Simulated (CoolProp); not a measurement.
A simple Rankine cycle with water: condensing at 322.15 K, boiler at 0.689 MPa, turbine inlet 587.4 K, turbine efficiency 0.6, pump efficiency 0.6, no recuperator. Each further row changes one setting.

Computed with CoolProp (reference Helmholtz-energy equation of state, Wagner 2002).

| case | thermal efficiency (%) | net work (kJ/kg) | heat in (kJ/kg) | turbine exit temperature (K) | volume ratio over the turbine |
|---|---|---|---|---|---|
| as stated | (withheld) | (withheld) | 2880 | (withheld) | 35.6 |
| turbine inlet 607.4 K | (withheld) | 452 | 2930 | 368.3 | (withheld) |
| condensing temperature 314.15 K | 16.2 | (withheld) | 2920 | 335.1 | (withheld) |
| boiler pressure 0.482 MPa | 14.2 | 411 | 2890 | 370.8 | 26.1 |
| turbine efficiency 0.5 | 12.7 | 367 | 2880 | 391.0 | (withheld) |

### Question
Fill in the missing entries.

### Answer

- as stated, thermal efficiency (%): 15.3
- as stated, net work (kJ/kg): 441
- as stated, turbine exit temperature (K): 352.4
- turbine inlet 607.4 K, thermal efficiency (%): 15.5
- turbine inlet 607.4 K, volume ratio over the turbine: 36.0
- condensing temperature 314.15 K, net work (kJ/kg): 473
- condensing temperature 314.15 K, volume ratio over the turbine: 51.2
- turbine efficiency 0.5, volume ratio over the turbine: 39.6
